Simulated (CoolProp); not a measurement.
Aqueous potassium carbonate as a coolant, 14 % by mass, freezing at -5.4 °C, 1 atm.

Computed with CoolProp (Melinder's fits for secondary coolants).

```tsv
T (°C)	viscosity (mPa s)	Prandtl number	density (kg/m³)	cp (kJ/(kg K))
-0.8	2.41	15.3	1136	3.503
5.4	2.02	12.6	1135	3.514
11.6	1.72	10.6	1133	3.525
17.9	1.49	9.05	1130	3.536
24.1	1.30	7.81	1128	3.547
30.3	1.15	6.80	1125	3.557
36.5	1.02	5.95	1122	3.567
```
